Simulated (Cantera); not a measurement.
Input: 1 mol Al(CH₃)₃, 190 mol NH₃, 4 mol N₂, equilibrated at 1025 K and 0.100 bar.

Cantera equilibrium calculation (NASA polynomials, part measured and part estimated; ideal gas, pure solids and liquids). Candidate condensed phases: Al, AlN, C, C₆H₆, C₇H₈, C₈H₁₈; 97 gas species. The feed counts by its element totals alone. Rates play no part.

Base state: H₂ 0.741, N₂ 0.255, CH₄ 0.00404, NH₃ 1.59e-5 (mole fractions); condensed: AlN(s) + C(graphite).

What changes in the equilibrium state with this change: pressure from 0.100 bar to 36.0 Pa?


| species | before | after |
|---|---|---|
| H₂ | 0.741 | 0.746 |
| N₂ | 0.255 | 0.254 |
| CH₄ | 0.00404 | 1.47e-5 |
| NH₃ | 1.59e-5 | 5.79e-8 |
| AlN(s), mol | 1.00 | 1.00 |
| C(graphite), mol | 1.44 | 2.99 |

What changes in the equilibrium state with this change: pressure from 0.100 bar to 10.0 Pa?


| species | before | after |
|---|---|---|
| H₂ | 0.741 | 0.746 |
| N₂ | 0.255 | 0.254 |
| CH₄ | 0.00404 | 4.09e-6 |
| NH₃ | 1.59e-5 | 1.61e-8 |
| AlN(s), mol | 1.00 | 1.00 |
| C(graphite), mol | 1.44 | 3.00 |
